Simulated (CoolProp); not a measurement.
Aqueous ammonia as a coolant, 26 % by mass, freezing at -60.3 °C, 1 atm.

Computed with CoolProp (Melinder's fits for secondary coolants).

| T (°C) | density (kg/m³) | conductivity (W/(m K)) | Prandtl number | cp (kJ/(kg K)) |
|---|---|---|---|---|
| -18.1 | 923.4 | 0.391 | 46.8 | 4.266 |
| -13 | 921.2 | 0.401 | 37.2 | 4.258 |
| -7.9 | 918.8 | 0.410 | 30.1 | 4.251 |
| -2.8 | 916.3 | 0.419 | 24.7 | 4.246 |
| 2.3 | 913.7 | 0.428 | 20.6 | 4.241 |
| 7.4 | 911.0 | 0.437 | 17.3 | 4.236 |
| 12.5 | 908.1 | 0.446 | 14.7 | 4.233 |
| 17.6 | 905.2 | 0.454 | 12.5 | 4.229 |
| 22.6 | 902.2 | 0.463 | 10.8 | 4.225 |
